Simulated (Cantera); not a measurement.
Charge: 1 mol SiCl4, 0.69 mol NH3, 3.5 mol H2, equilibrated at 950 °C and 0.0450 Torr.

Equilibrium computed with Cantera from the NASA thermochemical tables; the gas is ideal and each condensed phase is pure. The tables' values for SiCl3 are old estimates; treat these amounts as uncertain. Kinetics and transport are ignored.

| species | before | after |
|---|---|---|
| H2 | 0.498 | 0.598 |
| HCl | 0.377 | 0.302 |
| SiCl4 | 0.00619 | 0.0854 |
| SiCl2 | 0.0894 | 0.000138 |
| N2 | 0.0207 | 0.00801 |
| Cl | 1.79e-5 | 1.01e-7 |
| H | 2.75e-5 | 2.33e-7 |
| SiH2Cl2 | 1.38e-6 | 4.26e-5 |
| SiHCl3 | 0.000253 | 0.00523 |
| SiCl3 | 0.00833 | 0.00122 |
| Si3N4(s), mol | 0.104 | 0.148 |
Gas species are given as mole fractions.

Question: Name the change that produced these shifts.
(A) pressure from 0.0450 Torr to 750 Torr
(B) temperature from 950 °C to 1725 °C
(C) SiCl4 replaced by SiH2Cl2
(D) NH3 from 0.69 to 3.4 mol

Answer: A, pressure from 0.0450 Torr to 750 Torr
